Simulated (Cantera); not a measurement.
Input: 1 mol C₂H₅OH, 0.045 mol CO₂, held at 133 Pa.

Cantera equilibrium calculation (NASA polynomials, part measured and part estimated; ideal gas, pure solids and liquids). Candidate condensed phases: C, C₆H₆, C₇H₈, C₈H₁₈, H₂O; 110 gas species. Kinetics and transport are ignored.

Which condensed phases are stable at each of these points (T (K)): 573, 773, 973, 1173, 1373, 1573, 1773, 1973, 2173, 2373, 2573, 2773, 2973?


```tsv
T (K)	condensed phases	C condensed (%)
573	C(graphite)	76.0
773	C(graphite)	51.8
973	C(graphite)	46.7
1173	C(graphite)	46.7
1373	C(graphite)	46.7
1573	C(graphite)	46.7
1773	C(graphite)	46.7
1973	C(graphite)	46.5
2173	C(graphite)	46.1
2373	C(graphite)	45.2
2573	C(graphite)	43.0
2773	C(graphite)	24.3
2973	gas only	0.0
```

From 573 K to 2773 K the condensed part is C(graphite). At 2973 K nothing is condensed.
